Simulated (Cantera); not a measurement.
**Si2H6 + HCl + N2 (silicon epitaxy and polysilicon growth)**

A closed system holds: 1 mol Si2H6, 3 mol HCl, 190 mol N2, held at 1225 K and 10000 Pa.

Cantera equilibrium calculation (NASA polynomials, part measured and part estimated; ideal gas, pure solids and liquids). Candidate condensed phases: NH4Cl, Si, Si3N4; 28 gas species. The feed counts by its element totals alone. N2 is the only nitrogen source here; it is nearly inert below about 1500 K, so the nitride shown seldom forms there in practice. Kinetics and transport are ignored.

- x(N2): 0.969
- x(H2): 0.0154
- x(HCl): 0.0153
- x(SiCl4): 1.61e-5
- x(SiCl2): 2.72e-6
- x(SiCl3): 2.35e-6
- n(Si3N4(s)): 0.665 mol
- gas amount: 194.7 mol
- log10 activity of Si(s) (absent): -4.13
